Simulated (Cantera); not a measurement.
An isothermal, constant-pressure homogeneous reactor starts with C2H6 : H2 = 1 : 5 (molar parts), at 1900 K and 0.000138 atm.

Model: GRI-Mech 3.0 (53 species, 325 reactions), integrated in Cantera. GRI-Mech 3.0 stops at C3 and has no aromatics, soot or wall deposition, so with more carbon than oxygen in the feed, carbon stays in small species such as C2H2 where larger ones or solid carbon would form. Radical loss at walls, strong at low pressure, is not modelled.

x: mole fraction; the columns are a selection and need not sum to one.

```json
[
 {"t (s)": "4.00e-5", "x C2H6": "0.165", "x H2": "0.832", "x C2H": "<1e-12", "x CH2": "4.77e-9", "x CH4": "1.59e-5", "x H": "1.52e-5", "x C2H4": "4.60e-8"},
 {"t (s)": "0.000131", "x C2H6": "0.162", "x H2": "0.830", "x C2H": "<1e-12", "x CH2": "1.65e-7", "x CH4": "0.000167", "x H": "0.000136", "x C2H4": "1.44e-6"},
 {"t (s)": "0.000429", "x C2H6": "0.151", "x H2": "0.822", "x C2H": "<1e-12", "x CH2": "5.10e-6", "x CH4": "0.00167", "x H": "0.00106", "x C2H4": "7.40e-5"},
 {"t (s)": "0.00141", "x C2H6": "0.113", "x H2": "0.798", "x C2H": "8.03e-10", "x CH2": "7.83e-5", "x CH4": "0.0141", "x H": "0.00533", "x C2H4": "0.00286"},
 {"t (s)": "0.00461", "x C2H6": "0.0272", "x H2": "0.739", "x C2H": "___", "x CH2": "0.000241", "x CH4": "0.0803", "x H": "0.0162", "x C2H4": "0.0209"},
 {"t (s)": "0.0151", "x C2H6": "0.000178", "x H2": "0.738", "x C2H": "___", "x CH2": "0.000196", "x CH4": "0.123", "x H": "0.0207", "x C2H4": "0.0171"},
 {"t (s)": "0.0494", "x C2H6": "8.06e-5", "x H2": "0.777", "x C2H": "___", "x CH2": "9.63e-5", "x CH4": "0.108", "x H": "0.0119", "x C2H4": "0.00755"},
 {"t (s)": "0.162", "x C2H6": "3.08e-5", "x H2": "0.807", "x C2H": "___", "x CH2": "4.30e-5", "x CH4": "0.0855", "x H": "0.00687", "x C2H4": "0.00292"},
 {"t (s)": "0.530", "x C2H6": "1.02e-5", "x H2": "0.828", "x C2H": "6.98e-6", "x CH2": "2.00e-5", "x CH4": "0.0615", "x H": "0.00453", "x C2H4": "0.00102"},
 {"t (s)": "1.74", "x C2H6": "3.14e-6", "x H2": "0.846", "x C2H": "6.80e-6", "x CH2": "1.20e-5", "x CH4": "0.0368", "x H": "0.00404", "x C2H4": "0.000329"},
 {"t (s)": "5.69", "x C2H6": "5.63e-7", "x H2": "0.861", "x C2H": "___", "x CH2": "8.14e-6", "x CH4": "0.0140", "x H": "0.00488", "x C2H4": "6.47e-5"},
 {"t (s)": "18.6", "x C2H6": "2.55e-8", "x H2": "0.866", "x C2H": "___", "x CH2": "4.37e-6", "x CH4": "0.00235", "x H": "0.00797", "x C2H4": "5.81e-6"},
 {"t (s)": "61.1", "x C2H6": "1.16e-10", "x H2": "0.859", "x C2H": "___", "x CH2": "1.18e-6", "x CH4": "0.000120", "x H": "0.0174", "x C2H4": "9.61e-7"},
 {"t (s)": "200", "x C2H6": "<1e-12", "x H2": "0.841", "x C2H": "___", "x CH2": "1.88e-7", "x CH4": "4.11e-6", "x H": "0.0366", "x C2H4": "3.49e-7"}
]
```

Task: What belongs in the gaps?

Result: 
- 0.00461, x C2H: 5.76e-7
- 0.0151, x C2H: 1.12e-5
- 0.0494, x C2H: 1.25e-5
- 0.162, x C2H: 9.29e-6
- 5.69, x C2H: 8.79e-6
- 18.6, x C2H: 1.48e-5
- 61.1, x C2H: 3.27e-5
- 200, x C2H: 6.96e-5
